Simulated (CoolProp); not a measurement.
Vapour-liquid equilibrium of propane (1) + neopentane (2) at 52.55 °C; x and y are mole fractions of (1).

Computed with CoolProp (multi-fluid Helmholtz-energy mixture model, Lemmon 2009 and Lemmon 2006; pair parameters Bell 2016).

| x | bubble pressure, mixture model (kPa) | bubble pressure, Raoult's law (kPa) | y, mixture model | y, Raoult's law |
|---|---|---|---|---|
| 0.05 | 415.1 | 452.1 | 0.119 | 0.200 |
| 0.125 | 467.9 | 559.4 | 0.267 | 0.405 |
| 0.2 | 524.4 | 666.6 | 0.393 | 0.543 |
| 0.275 | 587.2 | 773.8 | ___ | 0.643 |
| 0.35 | ___ | 881.0 | ___ | 0.719 |
| 0.425 | 740.7 | 988.2 | 0.684 | 0.779 |
| 0.5 | 835.8 | 1095 | ___ | 0.826 |
| 0.575 | ___ | 1203 | 0.819 | 0.865 |
| 0.65 | 1070 | 1310 | 0.871 | 0.898 |
| 0.725 | 1211 | 1417 | 0.912 | 0.926 |
| 0.8 | ___ | 1524 | 0.945 | 0.950 |
| 0.875 | 1528 | 1632 | 0.971 | 0.971 |
| 0.95 | ___ | 1739 | 0.990 | 0.989 |

Problem. Some entries are withheld; supply them.

Solution. 
- 0.275, y, mixture model: 0.502
- 0.35, bubble pressure, mixture model (kPa): 658.5
- 0.35, y, mixture model: 0.599
- 0.5, y, mixture model: 0.757
- 0.575, bubble pressure, mixture model (kPa): 945.4
- 0.8, bubble pressure, mixture model (kPa): 1364
- 0.95, bubble pressure, mixture model (kPa): 1697

The largest gap from Raoult's law is -25.3 % in bubble pressure, at x = 0.35. No azeotrope shows between x = 0.05 and 0.95.

Pair parameters are fitted to limited data, so mixtures are less certain than the pure fluids.
